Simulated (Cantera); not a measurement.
An isothermal, constant-pressure homogeneous reactor starts with 0.110 % CO, 7.36 % O2, 0.561 % H2O, 92.0 % N2, at 1300 K and 0.530 bar.

Model: GRI-Mech 3.0 (53 species, 325 reactions), integrated in Cantera.

One state of this run: x CO = 0.000515; x O2 = 0.0732; x H2O = 0.00556; x CO2 = 0.000589; x H2 = 5.50e-6; x NO = 2.98e-9; x OH = 8.91e-5. x: mole fraction; the columns are a selection and need not sum to one.

Problem. Which value of t (s) does it belong to?
(A) 0.368
(B) 0.0139
(C) 0.0717
(D) 2.00e-5

Solution. B, 0.0139
